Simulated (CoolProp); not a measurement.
A single-stage vapour-compression cycle with R21: evaporating at 253.15 K (dew point), condensing at 273.15 K (bubble point), superheat 5 K, subcooling 5 K, compressor efficiency 0.6, no pressure losses. Each further row changes one setting.

Model: reference Helmholtz-energy equation of state, Platzer 1990, in CoolProp. This equation is an older, rougher fit; its heat capacities, sound speeds and derivatives of the liquid may be far off and weren't checked against measurements.

| case | cooling COP | pressure ratio | discharge temperature (K) | refrigerating effect (kJ/kg) | volumetric capacity (kJ/m³) |
|---|---|---|---|---|---|
| as stated | 7.26 | 2.49 | 316.2 | 242 | 335 |
| evaporating temperature 258.15 K | 10.0 | 1.95 | 305.9 | 245 | 425 |
| condensing temperature 268.15 K | 9.81 | 2.01 | 302.4 | 247 | 342 |
| subcooling 10 K | 7.41 | 2.49 | 316.2 | 247 | 342 |
| superheat 15 K | 7.14 | 2.49 | 327.3 | 248 | 329 |
| compressor efficiency 0.5 | 6.05 | 2.49 | 326.8 | 242 | 335 |
